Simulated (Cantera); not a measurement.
An adiabatic, constant-volume homogeneous reactor starts with CO : H2 : O2 : N2 = 1 : 0.086 : 0.236 : 0.685 (molar parts), at 1500 K and 5.00 bar. Integrator tolerance rtol = 1e-08.

Model: GRI-Mech 3.0 (53 species, 325 reactions), integrated in Cantera. The hydrogen kinetics of GRI-Mech 3.0 are dated; newer H2 mechanisms differ, most at raised pressure. Above 3000 K some thermodynamic fits are extrapolated.

Task: How do the results move with these cheaper or finer settings: rtol 1e-08 to 0.01?

Result: 
```tsv
setting	time of steepest temperature rise	temperature at 0.200 s	equilibrium temperature	x(CO) at 0.200 s	integrator steps
as above	5.90 µs	3153 K	3153 K	0.363	1165
rtol 1e-08 to 0.01	8.94 µs	3153 K	3153 K	0.363	233
```
